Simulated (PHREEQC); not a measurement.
Make-up at 25 °C: 4.3 mmol/kgw HNO3, 0.58 mmol/kgw CuSO4 and 79 mmol/kgw MgCl2. Closed to the air; pH follows from the charge balance.

Equilibrium calculation in PHREEQC: ion-association model, phreeqc.dat.

| quantity | before | after |
|---|---|---|
| pH | 2.47 | 2.47 |
| Cu+2 (mol/kgw) | 0.000509 | 0.000534 |
| CuCl+ (mol/kgw) | 6.67e-5 | 4.28e-5 |
| CuCl2 (mol/kgw) | 2.64e-6 | 1.53e-6 |
| CuOH+ (mol/kgw) | 6.59e-10 | 6.97e-10 |

Question: What was changed between the two runs?
A) diluted 5-fold with water
B) temperature from 25 to 5 °C
C) CuSO4 replaced by Cu(NO3)2 at the same molality
D) HNO3 from 0.0043 to 0.00473 mol/kgw
E) temperature from 25 to 15 °C

Answer: E, temperature from 25 to 15 °C

This is a speciation only: nothing precipitates in the calculation.
